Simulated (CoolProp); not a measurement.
Vapour-liquid equilibrium of R125 (1) + R1234yf (2) at 251 kPa; x and y are mole fractions of (1).

Computed with CoolProp (multi-fluid Helmholtz-energy mixture model, Lemmon 2005 and Lemmon 2022; pair parameters Bell 2023).

**Question.** Give the bubble temperature and the first vapour's composition at x = 0.2, 0.65, 0.95. Is there an azeotrope?

**Answer.** x = 0.2: -12.3 °C, y = 0.339; x = 0.65: -22.0 °C, y = 0.794; x = 0.95: -26.9 °C, y = 0.976. No azeotrope shows between x = 0.05 and 0.95.

Pair parameters are fitted to limited data, so mixtures are less certain than the pure fluids.
